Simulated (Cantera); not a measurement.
## AlN + O2 + H2 + Cl2 (nitride etching)

Feed: 1 mol AlN, 7.5 mol O2, 0.5 mol H2, 0.55 mol Cl2, equilibrated at 2.60 Pa.

Method: chemical equilibrium by Gibbs-energy minimisation in Cantera with the NASA 1993 tables (ideal gas, pure condensed phases). Candidate condensed phases: Al, AlCl3, AlN, Al2O3, H2O, NH4Cl; 45 gas species. Rates play no part.

```tsv
T (K)	x O2	x Cl	x HCl	x O	x N2	x H2O	x OH	n Al2O3(s)
1448	0.788	0.0542	0.0760	0.000340	0.0590	0.0210	0.000437	0.500
1498	0.785	0.0605	0.0695	0.000686	0.0588	0.0240	0.000733	0.500
1548	0.781	0.0666	0.0632	0.00132	0.0586	0.0268	0.00118	0.500
1598	0.777	0.0724	0.0570	0.00245	0.0584	0.0294	0.00183	0.500
1648	0.773	0.0779	0.0512	0.00436	0.0581	0.0316	0.00275	0.500
1698	0.767	0.0830	0.0457	0.00751	0.0578	0.0334	0.00401	0.500
1748	0.759	0.0877	0.0405	0.0125	0.0574	0.0346	0.00566	0.500
1798	0.749	0.0917	0.0356	0.0203	0.0568	0.0351	0.00777	0.500
1848	0.735	0.0952	0.0310	0.0318	0.0562	0.0347	0.0103	0.500
1898	0.716	0.0980	0.0266	0.0487	0.0553	0.0333	0.0133	0.500
1948	0.691	0.100	0.0225	0.0724	0.0541	0.0307	0.0165	0.500
```
x: gas mole fraction; n: condensed amount in mol.

From 1448 K to 1948 K the condensed part is Al2O3(s).
